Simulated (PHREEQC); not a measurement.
A solution holds 0.019 mol/kgw HF and 0.0058 mol/kgw KF, at 25 °C. Closed to the air; pH follows from the charge balance.

All values are PHREEQC results (ion-association model, phreeqc.dat), not measurements.

```
quantity                    before     after
------------------------  --------  --------
pH                            2.77      2.77
ionic strength (mol/kgw)   0.00765    0.0106
HF (mol/kgw)                0.0167    0.0167
F- (mol/kgw)               0.00719   0.00722
HF2- (mol/kgw)            0.000460  0.000462
```

### Question
What was changed between the two runs?
A) KF replaced by (CH3)4NF at the same molality
B) 0.0029 mol/kgw KCl added
C) temperature from 25 to 45 °C
D) KF from 0.0058 to 0.00522 mol/kgw
E) HF from 0.019 to 0.0038 mol/kgw

### Answer
B, 0.0029 mol/kgw KCl added

No solid was allowed to form.
